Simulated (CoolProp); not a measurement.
Vapour-liquid equilibrium of n-hexane (1) + ethylbenzene (2) at 122.05 °C; x and y are mole fractions of (1).

The numbers come from the multi-fluid Helmholtz-energy mixture model, Thol 2019 and Zhou 2012; pair parameters Bell 2016 in CoolProp.

```tsv
x	bubble pressure, mixture model (MPa)	bubble pressure, Raoult's law (MPa)	y, mixture model	y, Raoult's law
0.05	0.09101	0.08579	0.279	0.244
0.2	0.1524	0.1384	0.622	0.605
0.35	0.2063	0.1910	0.760	0.768
0.5	0.2557	0.2436	0.841	0.860
0.65	0.3031	0.2962	0.898	0.919
0.8	0.3509	0.3488	0.945	0.961
0.95	0.4012	0.4014	0.986	0.991
```

The largest gap from Raoult's law is +10.1 % in bubble pressure, at x = 0.2. No azeotrope shows between x = 0.05 and 0.95.

Pair parameters are fitted to limited data, so mixtures are less certain than the pure fluids.
